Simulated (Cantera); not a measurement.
A closed system holds: 1 mol Si2H6, 6.2 mol CO2, 7.7 mol H2, equilibrated at 1750 K and 0.100 bar.

Equilibrium computed with Cantera from the NASA thermochemical tables; the gas is ideal and each condensed phase is pure. Candidate condensed phases: C, C6H6, C7H8, C8H18, H2O, Si, SiC, SiO2; 123 gas species. The feed counts by its element totals alone. The tables hold silica as quartz up to 1696 K and as liquid above; real silica turns to tridymite and cristobalite and melts near 1996 K. Gases not in the tables: Si(OH)4. The numbers say what is thermodynamically allowed, not how fast it happens.

Base state: H2 0.523, CO 0.347, H2O 0.110, CO2 0.0202, H 0.000532, SiO 3.81e-5 (mole fractions); condensed: SiO2(condensed).

Problem. What changes in the equilibrium state with this change: temperature from 1750 K to 1975 K?

Solution. 
```csv
species,before,after
H2,0.523,0.515
CO,0.347,0.348
H2O,0.110,0.115
CO2,0.0202,0.0173
SiO,3.81e-5,0.00218
OH,6.56e-6,6.58e-5
H,0.000532,0.00310
"SiO2(condensed), mol",2.00,1.96
```

Problem. What changes in the equilibrium state with this change: CO2 from 6.2 to 0.24 mol?

Solution. 
```csv
species,before,after
H2,0.523,0.956
SiO,3.81e-5,0.0399
CO,0.347,0.00302
H2O,0.110,5.58e-6
CO2,0.0202,4.86e-9
SiH2,<1e-9,1.99e-5
Si,<1e-9,1.50e-5
H,0.000532,0.000719
"SiO2(condensed), mol",2.00,0
"Si(l), mol",0,1.35
"SiC(s), mol",0,0.206
```
Mutual solubility and eutectic melting of coexisting phases are not modelled. Gases not in the tables: Si2H6 and higher silanes.

Problem. What changes in the equilibrium state with this change: CO2 from 6.2 to 5.4 mol?

Solution. 
| species | before | after |
|---|---|---|
| H2 | 0.523 | 0.589 |
| CO | 0.347 | 0.324 |
| H2O | 0.110 | 0.0755 |
| CO2 | 0.0202 | 0.0115 |
| SiO | 3.81e-5 | 6.26e-5 |
| H | 0.000532 | 0.000564 |
| SiO2(condensed), mol | 2.00 | 2.00 |
